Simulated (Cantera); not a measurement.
**Stirred combustor or abatement burner**

A perfectly stirred reactor is fed with H2 : O2 : N2 : H2O = 1 : 0.333 : 1.17 : 0.092 (molar parts), at 15.0 bar; it is adiabatic with a 625 K inlet, and is followed from long to short residence time, starting on the burning branch (τ in s: 0.067, 0.03, 0.013, 0.0058, 0.0026, 0.0011, 0.0005, 0.00022, 9.8e-05, 4.3e-05, 1.9e-05).

Model: the H2/O2 subset of GRI-Mech 3.0, which has no nitrogen chemistry, integrated in Cantera. The hydrogen kinetics of GRI-Mech 3.0 are dated; newer H2 mechanisms differ, most at raised pressure. The pressure lies above the range GRI-Mech 3.0 was tuned for (to about 10 atm).

```tsv
τ (s)	T (K)	x H2	x O2	x H2O	x OH	x H	x HO2	x O
0.067	2482	0.147	1.30e-5	0.333	0.00108	0.00234	3.11e-8	1.13e-5
0.030	2482	0.147	1.62e-5	0.333	0.00109	0.00236	3.39e-8	1.15e-5
0.013	2482	0.147	2.35e-5	0.333	0.00111	0.00241	4.05e-8	1.20e-5
0.0058	2480	0.147	3.87e-5	0.333	0.00116	0.00252	5.49e-8	1.32e-5
0.0026	2478	0.147	6.91e-5	0.333	0.00126	0.00274	8.78e-8	1.57e-5
0.0011	2473	0.147	0.000131	0.333	0.00147	0.00323	1.72e-7	2.18e-5
0.00050	2465	0.147	0.000231	0.332	0.00181	0.00403	3.60e-7	3.41e-5
0.00022	2452	0.146	0.000403	0.330	0.00239	0.00539	8.33e-7	6.10e-5
9.8e-5	2431	0.146	0.000686	0.328	0.00320	0.00743	1.93e-6	0.000115
4.3e-5	2400	0.146	0.00117	0.325	0.00430	0.0104	4.40e-6	0.000221
1.9e-5	2356	0.146	0.00199	0.321	0.00562	0.0145	9.39e-6	0.000415
```
x: mole fraction; the columns are a selection and need not sum to one.
